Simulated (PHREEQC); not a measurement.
A solution holds 0.69 mmol/kgw K2CO3, 2.4 mmol/kgw Fe(NO3)3 and 0.074 mmol/kgw CO2, at 49 °C. Closed to the air; pH follows from the charge balance.

All values are PHREEQC results (ion-association model, wateq4f.dat), not measurements.

Precipitation was switched off in this run.

Question: Order these Fe species by the share of Fe that they hold, largest first: Fe3(OH)4+5, FeOH+2, Fe2(OH)2+4, Fe(OH)2+, Fe+3.

Answer: FeOH+2 (63 %), Fe(OH)2+ (26 %), Fe+3 (5.6 %), Fe2(OH)2+4 (4.9 %), Fe3(OH)4+5 (0.29 %)

The pH is 2.86 and the ionic strength 0.00950 mol/kgw. Saturation is exceeded, for instance for Hematite (slow to form), Goethite (slow to form); the values hold only as long as no solid forms. Species that the database lacks are ignored. Constants without temperature data keep their 25 °C values here.
